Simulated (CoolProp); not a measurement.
Saturation properties of acetone.

The numbers come from the reference Helmholtz-energy equation of state, Lemmon 2006 in CoolProp. It is a short technical equation, of lower accuracy than the large ones.

```tsv
T (K)	p (MPa)	liquid density (kg/m³)	vapour density (kg/m³)	liquid cp (kJ/(kg K))	surface tension (mN/m)
259.9	0.004416	826.4	0.1196	2.065	27.6
269.4	0.007598	816.2	0.1992	2.081	26.4
279	0.01258	805.7	0.3198	2.100	25.1
288.6	0.02003	795.2	0.4946	2.121	23.9
298.2	0.03079	784.6	0.7402	2.143	22.7
307.8	0.04588	773.8	1.076	2.168	21.5
317.4	0.06645	762.8	1.524	2.194	20.3
326.9	0.09352	751.7	2.103	2.222	19.1
```

It boils at 329.2 K under 1 atm.

Surface tension comes from a separate correlation (Mulero 2012).
